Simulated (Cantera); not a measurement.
A perfectly stirred reactor is fed with H2 : O2 : N2 = 0.77 : 1 : 8.2 (molar parts), equivalence ratio 0.39, at 128 Torr; it is held at 1125 K, and followed from long to short residence time.

Detailed kinetics in Cantera: GRI-Mech 3.0 (53 species, 325 reactions). The temperature is held fixed by assumption; the heat of reaction is taken as removed at once.

**Question.** What does this change do: temperature 1125 to 1375 K?

**Answer.** 
| quantity | before | after |
|---|---|---|
| x(H2) at τ = 3.70 s | 8.23e-5 | 5.68e-5 |
| x(O2) at τ = 3.70 s | 0.0642 | 0.0641 |
| x(H2O) at τ = 3.70 s | 0.0802 | 0.0801 |
| x(O) at τ = 3.70 s | 3.27e-5 | 7.21e-5 |
| x(H) at τ = 3.70 s | 6.06e-6 | 1.03e-5 |
| x(H2) at τ = 92.0 ms | 0.000862 | 0.000642 |
| x(O2) at τ = 92.0 ms | 0.0643 | 0.0638 |
| x(H2O) at τ = 92.0 ms | 0.0791 | 0.0788 |
| x(O) at τ = 92.0 ms | 0.000377 | 0.000849 |
| x(H) at τ = 92.0 ms | 0.000240 | 0.000413 |

**Question.** What does this change do: temperature 1125 to 1200 K?

**Answer.** 
```
quantity                 before     after
---------------------  --------  --------
x(H2) at τ = 3.70 s     8.23e-5   6.28e-5
x(O2) at τ = 3.70 s      0.0642    0.0641
x(H2O) at τ = 3.70 s     0.0802    0.0802
x(O) at τ = 3.70 s      3.27e-5   4.29e-5
x(H) at τ = 3.70 s      6.06e-6   7.23e-6
x(H2) at τ = 92.0 ms   0.000862  0.000683
x(O2) at τ = 92.0 ms     0.0643    0.0641
x(H2O) at τ = 92.0 ms    0.0791    0.0792
x(O) at τ = 92.0 ms    0.000377  0.000500
x(H) at τ = 92.0 ms    0.000240  0.000287
```
